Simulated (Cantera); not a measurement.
Input: 1 mol MgO, 1.7 mol F2, 1.9 mol O2, 11 mol NF3, equilibrated at 1473.15 K and 0.000360 bar.

Method: chemical equilibrium by Gibbs-energy minimisation in Cantera with the NASA 1993 tables (ideal gas, pure condensed phases). Candidate condensed phases: Mg, MgF2, MgO; 24 gas species. Equilibrium is a limit: real reactors are often held back by kinetics, nucleation or transport.

**Question.** What is the equilibrium state?

**Answer.** x(F): 0.794
x(N2): 0.127
x(O2): 0.0553
x(MgF2): 0.0231
x(NO): 0.000220
x(F2): 3.90e-5
x(O): 3.47e-5
x(Mg2F4): 1.28e-6
x(FO): 1.01e-6
gas amount: 43.30 mol
log10 activity of MgF2(s) (absent): -0.59
log10 activity of Mg(l) (absent): -23.53
